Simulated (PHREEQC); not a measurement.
Synthetic water in mg/L, 50 °C, pH 2.16, pe 10.6:

| constituent | mg/L |
|---|---|
| Na | 15.4 |
| K | 7.91 |
| Ca | 128 |
| Mg | 1.67 |
| Cl | 74.7 |
| S(6) as SO4 | 953 |
| Zn | 0.396 |
| Cd | 0.0869 |
| Fe(3) | 12.1 |
| Pb | 0.456 |

Valence states are taken as typed.

Computed with PHREEQC (ion-association model, phreeqc.dat).

```
Item                           Value
--------------------  --------------
ionic strength        0.0223 mol/kgw
specific conductance      6050 µS/cm
total alkalinity        -12.2 meq/kg
charge-balance error          -7.0 %
```

```json
[
 {"species": "H+", "molality": "0.00786", "activity": "0.00692", "log γ": "-0.055"},
 {"species": "SO4-2", "molality": "0.00496", "activity": "0.00275", "log γ": "-0.257"},
 {"species": "HSO4-", "molality": "0.00390", "activity": "0.00335", "log γ": "-0.066"},
 {"species": "Ca+2", "molality": "0.00237", "activity": "0.00133", "log γ": "-0.252"},
 {"species": "Cl-", "molality": "0.00211", "activity": "0.00181", "log γ": "-0.067"},
 {"species": "CaSO4", "molality": "0.000766", "activity": "0.000770", "log γ": "0.002"},
 {"species": "Na+", "molality": "0.000660", "activity": "0.000569", "log γ": "-0.065"},
 {"species": "K+", "molality": "0.000197", "activity": "0.000169", "log γ": "-0.068"},
 {"species": "FeSO4+", "molality": "0.000170", "activity": "0.000147", "log γ": "-0.064"},
 {"species": "CaHSO4+", "molality": "6.21e-5", "activity": "5.34e-5", "log γ": "-0.066"},
 {"species": "Mg+2", "molality": "4.15e-5", "activity": "2.35e-5", "log γ": "-0.247"},
 {"species": "MgSO4", "molality": "2.73e-5", "activity": "2.74e-5", "log γ": "0.002"}
]
```

Precipitation was switched off in this run. Examples of supersaturated solids here: Hematite (slow to form), Goethite (slow to form). Others may be too. At this temperature some constants are extrapolated from 25 °C, and those without enthalpy data are left unchanged.
